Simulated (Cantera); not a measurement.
An isothermal, constant-pressure homogeneous reactor starts with NH3 : H2 = 1 : 8.8 (molar parts), at 1725 K and 518 Torr. Integrator tolerance rtol = 1e-08.

Cantera simulation using the gas-phase N/H chemistry of the illustrative SiF4/NH3 mechanism in the Surface Chemkin manual (1991); the numbers are that mechanism's predictions, not measurements. Walls and surfaces, which speed up NH3 decomposition in real reactors, are not modelled.

Problem. What does this change do: temperature 1725 to 1300 K?

Solution. 
```csv
quantity,before,after
x(NH3) at 8.00 s,0.0304 (gas-phase equilibrium 4.70e-6),0.102 (gas-phase equilibrium 1.68e-5)
x(H2) at 8.00 s,0.937 (gas-phase equilibrium 0.953),0.898 (gas-phase equilibrium 0.954)
x(N2H2) at 8.00 s,5.57e-9 (gas-phase equilibrium <1e-12),8.85e-11 (gas-phase equilibrium <1e-12)
x(NH) at 8.00 s,1.90e-7 (gas-phase equilibrium 3.59e-11),6.72e-11 (gas-phase equilibrium <1e-12)
x(NH2) at 8.00 s,1.63e-5 (gas-phase equilibrium 2.79e-9),2.61e-7 (gas-phase equilibrium 4.19e-11)
x(N2H4) at 8.00 s,1.15e-9 (gas-phase equilibrium <1e-12),1.62e-10 (gas-phase equilibrium <1e-12)
```
